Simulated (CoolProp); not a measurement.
Model: reference Helmholtz-energy equation of state, Wagner 2002, in CoolProp.

**Question.** For water, give the phase and the density (kg/m³), expansivity (1/kK) at 284.45 °C and 228 bar; 306.85 °C and 228 bar; 329.15 °C and 228 bar.

**Answer.** 
- 284.45 °C and 228 bar: liquid; density 767, expansivity 2.18
- 306.85 °C and 228 bar: liquid; density 726, expansivity 2.72
- 329.15 °C and 228 bar: liquid; density 677, expansivity 3.69
